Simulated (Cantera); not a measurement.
Feed: 1 mol SiH₂Cl₂, 7.6 mol NH₃, held at 750 Torr.

These are equilibrium values from Cantera (NASA tables, ideal gas, pure condensed phases), not measurements of a reactor. Candidate condensed phases: NH₄Cl, Si, Si₃N₄; 28 gas species. Equilibrium is a limit: real reactors are often held back by kinetics, nucleation or transport.

Over these rows the condensed part is Si₃N₄(s). Partial pressures as log10 of bar:

```json
[
 {"T (K)": "1223", "1000/T (1/K)": "0.8177", "log p SiCl₂": "-5.64", "log p H₂": "-0.16", "log p N₂": "-0.72", "log p HCl": "-0.92"},
 {"T (K)": "1323", "1000/T (1/K)": "0.7559", "log p SiCl₂": "?", "log p H₂": "-0.16", "log p N₂": "-0.72", "log p HCl": "-0.92"},
 {"T (K)": "1423", "1000/T (1/K)": "0.7027", "log p SiCl₂": "-4.07", "log p H₂": "-0.16", "log p N₂": "-0.72", "log p HCl": "-0.92"},
 {"T (K)": "1523", "1000/T (1/K)": "0.6566", "log p SiCl₂": "-3.44", "log p H₂": "-0.16", "log p N₂": "-0.72", "log p HCl": "-0.92"},
 {"T (K)": "1623", "1000/T (1/K)": "0.6161", "log p SiCl₂": "-2.91", "log p H₂": "-0.16", "log p N₂": "-0.72", "log p HCl": "-0.93"},
 {"T (K)": "1723", "1000/T (1/K)": "0.5804", "log p SiCl₂": "-2.47", "log p H₂": "-0.16", "log p N₂": "-0.72", "log p HCl": "-0.95"}
]
```

### Question
Fit log p(SiCl₂) = a + b·(1000/T) to the five rows, give the apparent enthalpy, and predict the row at 1323 K.

### Answer
Means: 1000/T = 0.6747, log p = -3.706. Sxy = -0.454769, Sxx = 0.0338871, so b = -13.42 and a = -3.706 − (-13.42)×0.6747 = 5.35.
Apparent enthalpy: −19.145 × (-13.42) = 257 kJ/mol. With the condensed phases at unit activity, 1/3 Si₃N₄(s) + 2 HCl(g) = SiCl₂(g) + H₂(g) + 2/3 N₂(g) links this pressure to the main gases: over the six rows their terms move log p by -0.06 in all, so the slope is close to that reaction's ΔH°. The five rows lie within 0.03 of the line.
Prediction at 1323 K: 5.35 + (-13.42)×0.7559 = -4.79. The computed value is -4.79, 0.00 from the line.
